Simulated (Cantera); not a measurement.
Equilibrium for silicon nitride deposition: SiCl4 + NH3

Charge: 1 mol SiCl4, a varied amount of NH3, at 2123 K and 5.30 Pa.

These are equilibrium values from Cantera (NASA tables, ideal gas, pure condensed phases), not measurements of a reactor. Candidate condensed phases: NH4Cl, Si, Si3N4; 28 gas species. The tables' values for SiCl, SiCl3, SiN are old estimates; treat these amounts as uncertain. The numbers say what is thermodynamically allowed, not how fast it happens.

From 0.8 mol NH3 to 5.2 mol NH3 nothing is condensed. The main Si-bearing gas is Si throughout.

| n(NH3) (mol) | x Cl | x H2 | x H | x HCl | x N2 | x Si | x SiCl2 | x SiCl |
|---|---|---|---|---|---|---|---|---|
| 0.8 | 0.359 | 0.0509 | 0.111 | 0.224 | 0.0728 | 0.103 | 0.0661 | 0.0127 |
| 0.98 | 0.323 | 0.0674 | 0.128 | 0.232 | 0.0824 | 0.103 | 0.0534 | 0.0114 |
| 1.2 | 0.287 | 0.0870 | 0.145 | 0.234 | 0.0923 | 0.102 | 0.0418 | 0.0100 |
| 1.5 | 0.250 | 0.112 | 0.165 | 0.232 | 0.103 | 0.0985 | 0.0307 | 0.00844 |
| 1.8 | 0.222 | 0.135 | 0.181 | 0.225 | 0.113 | 0.0945 | 0.0231 | 0.00717 |
| 2.3 | 0.187 | 0.168 | 0.202 | 0.211 | 0.125 | 0.0874 | 0.0151 | 0.00558 |
| 2.8 | 0.161 | 0.195 | 0.218 | 0.197 | 0.134 | 0.0806 | 0.0104 | 0.00445 |
| 3.4 | 0.138 | 0.222 | 0.232 | 0.180 | 0.143 | 0.0733 | 0.00699 | 0.00347 |
| 4.2 | 0.116 | 0.251 | 0.247 | 0.161 | 0.152 | 0.0651 | 0.00439 | 0.00259 |
| 5.2 | 0.0971 | 0.279 | 0.260 | 0.142 | 0.160 | 0.0568 | 0.00267 | 0.00189 |
x: gas mole fraction; nothing condenses.
